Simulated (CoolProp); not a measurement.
Dodecamethylcyclohexasiloxane (D6) along the isobar 1.01 bar: fugacity coefficient from the reference equation and from simpler models built on Tc = 372.6 °C, pc = 9.614 bar, ω = 0.736; each cubic takes its own stable root.

Values from CoolProp's reference Helmholtz-energy equation of state, Colonna 2008. It is a short technical equation, of lower accuracy than the large ones.

```
T (°C)  phase  reference
------  -----  ---------
276.35    gas     0.9266
286.45    gas     0.9307
296.45    gas     0.9345
306.55    gas     0.9381
316.65    gas     0.9414
326.75    gas     0.9445
336.75    gas     0.9474
346.85    gas     0.9502
```

Task: How far does each simpler model (van der Waals, Redlich-Kwong, Soave-Redlich-Kwong) lie from the reference over these 8 states: mean and median of the absolute difference, and the worst?

Result: 
- van der Waals: mean 2.3 %, median 2.2 %, worst +3.0 % at 276.35 °C and 1.01 bar
- Redlich-Kwong: mean 1.4 %, median 1.4 %, worst +1.9 % at 276.35 °C and 1.01 bar
- Soave-Redlich-Kwong: mean 0.8 %, median 0.8 %, worst +0.8 % at 346.85 °C and 1.01 bar
